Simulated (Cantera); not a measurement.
## N2O furnace oxynitridation

An isothermal, constant-pressure homogeneous reactor starts with N₂O : H₂O = 1 : 0.0063 (molar parts), at 1575 K and 6500 Pa.

Detailed kinetics in Cantera: GRI-Mech 3.0 (53 species, 325 reactions). GRI-Mech 3.0 was tuned for natural gas; its chemistry of N2O as a main component is partial and can be far from experiment. The temperature is held fixed by assumption; the heat of reaction is taken as removed at once.

| t (s) | x N₂O | x H₂O | x H₂O₂ | x NO | x HO₂ |
|---|---|---|---|---|---|
| 0.000100 | 0.993 | 0.00625 | 2.08e-10 | 0.000174 | 3.80e-7 |
| 0.000242 | 0.991 | 0.00624 | 2.82e-9 | 0.000528 | 2.56e-6 |
| 0.000588 | 0.986 | 0.00621 | 2.34e-8 | 0.00138 | 9.76e-6 |
| 0.00143 | 0.975 | 0.00616 | 4.57e-8 | 0.00340 | 1.47e-5 |
| 0.00346 | 0.949 | 0.00609 | 2.83e-8 | 0.00807 | 1.14e-5 |
| 0.00838 | 0.889 | 0.00596 | 1.27e-8 | 0.0187 | 6.93e-6 |
| 0.0203 | 0.764 | 0.00570 | 5.01e-9 | 0.0409 | 3.49e-6 |
| 0.0492 | 0.543 | 0.00523 | 2.03e-9 | 0.0800 | 1.40e-6 |
| 0.119 | 0.259 | 0.00464 | 1.03e-9 | 0.129 | 4.31e-7 |
| 0.289 | 0.0540 | 0.00422 | 6.78e-10 | 0.163 | 9.84e-8 |
| 0.702 | 0.00273 | 0.00414 | 2.96e-10 | 0.169 | 3.86e-8 |
| 1.70 | 2.11e-5 | 0.00415 | 1.67e-10 | 0.169 | 3.75e-8 |
| 4.12 | 8.24e-6 | 0.00415 | 1.67e-10 | 0.169 | 3.76e-8 |
| 10.0 | 8.17e-6 | 0.00415 | 1.67e-10 | 0.168 | 3.76e-8 |
x: mole fraction; the columns are a selection and need not sum to one.

Equilibrium at this temperature and pressure: N₂O 2.82e-8, H₂O 0.00415, H₂O₂ 1.91e-10, NO 0.00201, HO₂ 4.67e-8 (gas phase only).
